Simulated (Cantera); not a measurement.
A closed system holds: 1 mol B, 1.2 mol N₂, at 0.650 bar.

Equilibrium computed with Cantera from the NASA thermochemical tables; the gas is ideal and each condensed phase is pure. Candidate condensed phases: B, BN; 5 gas species. Kinetics and transport are ignored. All values below are at 1750 K.

Base state: N₂ 1.00 (mole fractions); condensed: BN(s).

What changes in the equilibrium state with this change: 0.013 mol HF added?


```json
[
 {"species": "N₂", "before": "1.00", "after": "0.984"},
 {"species": "H₂", "before": "0", "after": "0.00806"},
 {"species": "BF₃", "before": "0", "after": "0.00514"},
 {"species": "HF", "before": "0", "after": "0.00202"},
 {"species": "BF₂", "before": "0", "after": "0.000319"},
 {"species": "BHF₂", "before": "0", "after": "6.31e-5"},
 {"species": "H", "before": "0", "after": "2.59e-5"},
 {"species": "BN(s), mol", "before": "1.00", "after": "0.996"}
]
```
The tables' values for BF₂ are old estimates; treat these amounts as uncertain.
